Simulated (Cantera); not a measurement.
Standard-state values (1 bar) from the NASA 1993 polynomials, evaluated with Cantera. Values are per mole of reaction as written; species without (g) are pure solids or liquids, kept so even where they would boil at 1 bar.

Task: Between 300 and 2723 K, where is each reaction favourable under standard conditions?
- 3 V2O5 ⇌ 6 VO2(g) + O3(g)

Result: 
- 3 V2O5 ⇌ 6 VO2(g) + O3(g): ΔG° is 2966 kJ at 300 K and 364 kJ at 2723 K; it stays positive (K < 1). ΔH° is 2826 kJ and ΔS° 904 J/K at 2723 K.
